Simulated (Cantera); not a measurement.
Feed: 1 mol Si, 7.7 mol CO, 29 mol N₂, held at 0.730 bar.

Equilibrium computed with Cantera from the NASA thermochemical tables; the gas is ideal and each condensed phase is pure. Candidate condensed phases: C, Si, SiC, SiO₂, Si₂N₂O, Si₃N₄; 34 gas species. Mutual solubility and eutectic melting of coexisting phases are not modelled. The tables hold silica as quartz up to 1696 K and as liquid above; real silica turns to tridymite and cristobalite and melts near 1996 K. Kinetics and transport are ignored.

### Question
Which condensed phases are stable at each of these points (T (K)): 723, 923, 1123, 1323, 1523, 1723, 1923?

### Answer
```csv
T (K),condensed phases,Si condensed (%)
723,C(graphite) + SiO₂(α-quartz),100.0
923,C(graphite) + SiO₂(β-quartz),100.0
1123,C(graphite) + SiO₂(β-quartz),100.0
1323,C(graphite) + SiO₂(β-quartz),100.0
1523,C(graphite) + Si₂N₂O(s),100.0
1723,C(graphite) + Si₂N₂O(s),99.4
1923,SiC(s) + Si₂N₂O(s),85.1
```

At 723 K the condensed part is C(graphite) + SiO₂(α-quartz). From 923 K to 1323 K the condensed part is C(graphite) + SiO₂(β-quartz). From 1523 K to 1723 K the condensed part is C(graphite) + Si₂N₂O(s). At 1923 K the condensed part is SiC(s) + Si₂N₂O(s).
